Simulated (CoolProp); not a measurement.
R1336mzz(Z) along the isobar 16.6 bar: Z from the reference equation and from simpler models built on Tc = 171.3 °C, pc = 29.04 bar, ω = 0.386; each cubic takes its own stable root.

The numbers come from the reference Helmholtz-energy equation of state, McLinden 2020 in CoolProp.

| T (°C) | phase | reference | van der Waals | Redlich-Kwong | Soave-Redlich-Kwong | Peng-Robinson |
|---|---|---|---|---|---|---|
| 43.15 | liquid | 0.07830 | 0.1399 | 0.09713 | … | 0.08104 |
| 56.25 | liquid | 0.07730 | 0.1380 | 0.09636 | … | 0.08006 |
| 69.35 | liquid | 0.07660 | 0.1368 | 0.09611 | 0.09006 | 0.07954 |
| 82.45 | liquid | … | 0.1363 | 0.09646 | 0.09010 | 0.07953 |
| 95.65 | liquid | 0.07630 | 0.1369 | 0.09759 | 0.09085 | 0.08016 |
| 108.75 | liquid | 0.07687 | 0.1390 | 0.09977 | 0.09255 | 0.08165 |
| 121.85 | liquid | 0.07818 | 0.6888 | 0.1036 | 0.09566 | 0.08443 |
| 134.95 | liquid | 0.08077 | 0.7260 | 0.6693 | 0.1014 | 0.08956 |
| 148.15 | gas | 0.6746 | 0.7555 | 0.7145 | 0.6975 | 0.6762 |
| 161.25 | gas | 0.7274 | 0.7796 | 0.7489 | 0.7429 | 0.7223 |
| 174.35 | gas | 0.7661 | 0.7999 | 0.7766 | 0.7781 | 0.7582 |
| 187.45 | gas | 0.7964 | 0.8173 | 0.7998 | 0.8067 | 0.7874 |
| 200.65 | gas | 0.8213 | 0.8326 | 0.8195 | 0.8306 | 0.8119 |
| 213.75 | gas | 0.8420 | 0.8460 | 0.8364 | 0.8507 | 0.8326 |
| 226.85 | gas | … | 0.8578 | 0.8511 | 0.8680 | 0.8505 |

Complete the blanks.


- 43.15, Soave-Redlich-Kwong: 0.09162
- 56.25, Soave-Redlich-Kwong: 0.09059
- 82.45, reference: 0.07625
- 226.85, reference: 0.8595

At some of these states van der Waals, Redlich-Kwong gives the other phase, because its saturation line lies elsewhere.
